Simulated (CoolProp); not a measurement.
Benzene along the isotherm 366.8 K: density (kg/m³) from the reference equation and from simpler models built on Tc = 562.0 K, pc = 4.906 MPa, ω = 0.211; each cubic takes its own stable root.

Computed with CoolProp (reference Helmholtz-energy equation of state, Thol 2012).

```
p (MPa)   phase  reference  Redlich-Kwong  Soave-Redlich-Kwong  Peng-Robinson
-------  ------  ---------  -------------  -------------------  -------------
0.491    liquid      798.5              ?                    ?          827.6
0.981    liquid      799.2          713.2                733.0          828.6
1.47     liquid      799.8          714.5                734.0          829.5
1.96     liquid      800.5          715.7                734.9          830.4
2.45     liquid      801.2          716.9                735.9          831.3
2.94     liquid      801.8          718.0                736.8          832.2
3.43     liquid      802.5          719.2                737.7          833.1
3.93     liquid      803.2          720.3                738.7          834.0
4.42     liquid      803.8          721.5                739.6          834.9
4.91     liquid      804.5          722.5                740.5          835.7
5.4      liquid      805.1          723.6                    ?              ?
5.89     liquid      805.7          724.7                742.2          837.4
6.38     liquid      806.4          725.8                743.1          838.2
6.87     liquid      807.0          726.8                743.9          839.1
7.36     liquid      807.6          727.8                744.8          839.9
```

Problem. What belongs in the gaps?

Solution. 
- 0.491, Redlich-Kwong: 712.0
- 0.491, Soave-Redlich-Kwong: 732.0
- 5.4, Soave-Redlich-Kwong: 741.4
- 5.4, Peng-Robinson: 836.6
